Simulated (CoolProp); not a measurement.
Vapour-liquid equilibrium of R113 (1) + n-heptane (2) at 96.7 kPa; x and y are mole fractions of (1).

The numbers come from the multi-fluid Helmholtz-energy mixture model, Marx 1992 and Span 2003; pair parameters Bell 2016 in CoolProp.

```tsv
x	bubble temperature (°C)	y at the bubble point	dew temperature at overall composition x (°C)	liquid density (mol/L)
0.05	90.6	0.205	[?]	6.256
0.125	82.7	0.423	93.1	[?]
0.2	76.2	[?]	90.8	6.561
0.275	71.0	0.670	88.2	6.702
0.35	66.6	0.742	[?]	6.839
0.425	63.0	0.796	82.6	6.974
0.5	59.9	0.838	79.4	7.107
0.575	57.3	0.871	75.9	7.241
0.65	54.9	0.899	72.1	7.377
0.725	52.8	0.924	67.7	7.516
0.8	50.9	0.946	62.7	7.659
0.875	49.1	0.966	57.0	7.807
0.95	47.3	0.987	50.5	7.961
```

Question: Fill in the missing entries.

Answer: 
- 0.05, dew temperature at overall composition x (°C): 95.4
- 0.125, liquid density (mol/L): 6.413
- 0.2, y at the bubble point: 0.569
- 0.35, dew temperature at overall composition x (°C): 85.5

No azeotrope shows between x = 0.05 and 0.95.

The pair parameters rest on a limited set of measurements; away from them the model extrapolates.
